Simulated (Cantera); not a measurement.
Feed: 1 mol SiHCl3, 0.02 mol CH4, 14 mol H2, 0.8 mol C2H4, at 1.00 Torr.

Equilibrium computed with Cantera from the NASA thermochemical tables; the gas is ideal and each condensed phase is pure. Candidate condensed phases: C, C6H6, C7H8, C8H18, Si, SiC; 109 gas species. The tables' values for SiCl3 are old estimates; treat these amounts as uncertain. The numbers say what is thermodynamically allowed, not how fast it happens. All values below are at 1425 K.

Base state: H2 0.830, HCl 0.169, SiCl2 0.000555, H 0.000170, Cl 2.83e-5, SiCl3 1.56e-5 (mole fractions); condensed: C(graphite) + SiC(s).

Task: What changes in the equilibrium state with this change: C2H4 from 0.8 to 0.028 mol?

Result: 
```csv
species,before,after
H2,0.830,0.854
HCl,0.169,0.105
SiCl2,0.000555,0.0393
SiHCl3,6.60e-7,2.92e-5
SiCl3,1.56e-5,0.000679
"C(graphite), mol",0.630,0
"SiC(s), mol",0.990,0.0760
"Si(s), mol",0,0.279
```
Mutual solubility and eutectic melting of coexisting phases are not modelled.
